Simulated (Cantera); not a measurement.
Input: 1 mol Si2H6, 0.2 mol O3, 7 mol N2O, equilibrated at 1748 K and 1.00 Torr.

Method: chemical equilibrium by Gibbs-energy minimisation in Cantera with the NASA 1993 tables (ideal gas, pure condensed phases). Candidate condensed phases: H2O, Si, SiO2, Si2N2O, Si3N4; 35 gas species. The feed counts by its element totals alone. The tables hold silica as quartz up to 1696 K and as liquid above; real silica turns to tridymite and cristobalite and melts near 1996 K. Equilibrium is a limit: real reactors are often held back by kinetics, nucleation or transport.

Base state: N2 0.678, H2O 0.288, O2 0.0285, OH 0.00269, H2 0.00153, NO 0.00118, O 0.000339, H 0.000245 (mole fractions); condensed: SiO2(condensed).

**Question.** What changes in the equilibrium state with this change: pressure from 1.00 Torr to 4.28 Torr?

**Answer.** 
```tsv
species	before	after
N2	0.678	0.678
H2O	0.288	0.289
O2	0.0285	0.0283
OH	0.00269	0.00187
H2	0.00153	0.000744
H	0.000245	8.26e-5
O	0.000339	0.000164
NO	0.00118	0.00118
SiO2(condensed), mol	2.00	2.00
```
